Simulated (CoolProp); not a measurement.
Model: reference Helmholtz-energy equation of state, Tillner-Roth 1994, in CoolProp.

For R134a, give the phase and the density (kg/m³), cp (kJ/(kg K)), expansivity (1/kK), viscosity (µPa s) at -42.95 °C and 9.15 bar; -34.15 °C and 9.15 bar.


- -42.95 °C and 9.15 bar: liquid; density 1430, cp 1.25, expansivity 2.00, viscosity 494
- -34.15 °C and 9.15 bar: liquid; density 1400, cp 1.26, expansivity 2.08, viscosity 431

Viscosity comes from a separate model (Huber 2003), an estimate that may be off by 10 % or more.
